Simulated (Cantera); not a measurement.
Charge: 1 mol AlCl3, 0.72 mol HCl, 130 mol N2, at 1575 K and 0.00133 bar.

These are equilibrium values from Cantera (NASA tables, ideal gas, pure condensed phases), not measurements of a reactor. Candidate condensed phases: Al, AlCl3, AlN, NH4Cl; 20 gas species. The tables' values for AlCl2 are old estimates; treat these amounts as uncertain. Kinetics and transport are ignored.

Base state: N2 0.986, AlCl3 0.00666, HCl 0.00543, Cl 0.00128, AlCl2 0.000601, AlCl 0.000323, H2 1.47e-5 (mole fractions); condensed: gas only.

What changes in the equilibrium state with this change: HCl from 0.72 to 7.6 mol?


| species | before | after |
|---|---|---|
| N2 | 0.986 | 0.937 |
| HCl | 0.00543 | 0.0535 |
| AlCl3 | 0.00666 | 0.00667 |
| Cl | 0.00128 | 0.00194 |
| H2 | 1.47e-5 | 0.000620 |
| H | 4.36e-6 | 2.83e-5 |
| AlCl | 0.000323 | 0.000140 |
| AlCl2 | 0.000601 | 0.000397 |
